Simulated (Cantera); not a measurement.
# Titanium nitride, carbide and oxide coatings: TiCl4 + CH4

Charge: 1 mol TiCl4, a varied amount of CH4, at 0.00133 bar.

These are equilibrium values from Cantera (NASA tables, ideal gas, pure condensed phases), not measurements of a reactor. Candidate condensed phases: C, C6H6, C7H8, C8H18, Ti, TiC, TiCl2, TiCl3, TiCl4; 96 gas species. The tables' values for TiCl2 are old estimates. TiC: taken at fixed stoichiometry. Equilibrium is a limit: real reactors are often held back by kinetics, nucleation or transport.

### Question
Map the stable condensed phases over T = 1148, 1248, 1348, 1448, 1548, 1648, 1748, 1848, 1948, 2048 K and n(CH4) in mol = 0.15, 0.2, 0.26, 0.35, 0.45, 0.6, 0.79, 1, 1.4.

### Answer
```
T in K \ n(CH4) in mol
         0.15  0.2 0.26 0.35 0.45  0.6 0.79    1  1.4
   2048     A    B    B    B    B    B    B    B    B
   1948     A    A    B    B    B    B    B    B    B
   1848     A    A    B    B    B    B    B    B    B
   1748     A    A    B    B    B    B    B    B    B
   1648     A    A    B    B    B    B    B    B    B
   1548     A    A    B    B    B    B    B    B    B
   1448     A    B    B    B    B    B    B    B    B
   1348     A    B    B    B    B    B    B    B    B
   1248     B    B    B    B    B    B    B    B    B
   1148     B    B    B    B    B    B    B    B    B
```
A: C; B: C + TiC.
